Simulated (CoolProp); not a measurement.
Carbon dioxide at 298.15 K and 0.53 MPa flows at 4.3 m/s in a round tube of 50 mm bore and 1.5 µm roughness, fully developed (64/Re and Nu = 3.66 if laminar; Colebrook and Gnielinski if turbulent). Each further row changes one setting.

The numbers come from the reference Helmholtz-energy equation of state, Span 1996 in CoolProp.

```json
[
 {"case": "as stated", "Reynolds number": "139000", "Darcy friction factor": "0.0170", "pressure drop (Pa/m)": "30.4", "heat-transfer coefficient (W/(m² K))": "85.0", "mass flow (kg/h)": "294"},
 {"case": "velocity 8.6 m/s", "Reynolds number": "278000", "Darcy friction factor": "0.0150", "pressure drop (Pa/m)": "107", "heat-transfer coefficient (W/(m² K))": "149", "mass flow (kg/h)": "588"},
 {"case": "diameter 100 mm", "Reynolds number": "278000", "Darcy friction factor": "0.0148", "pressure drop (Pa/m)": "13.3", "heat-transfer coefficient (W/(m² K))": "73.8", "mass flow (kg/h)": "1180"}
]
```

Viscosity comes from a separate model (Laesecke 2017). Thermal conductivity comes from a separate model (Huber 2016).
